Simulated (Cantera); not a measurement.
A closed system holds: 1 mol SiH₄, 0.2 mol NH₃, 93 mol H₂, 1.3 mol N₂, equilibrated at 925 K and 22.0 Pa.

Method: chemical equilibrium by Gibbs-energy minimisation in Cantera with the NASA 1993 tables (ideal gas, pure condensed phases). Candidate condensed phases: Si, Si₃N₄; 18 gas species. Rates play no part.

Question: What is the equilibrium state?

Answer: 
```
Item                                  Value
--------------------------------  ---------
x(H₂)                                 0.992
x(N₂)                               0.00764
n(Si₃N₄(s))                       0.333 mol
gas amount                        96.03 mol
log10 activity of Si(s) (absent)      -4.40
```
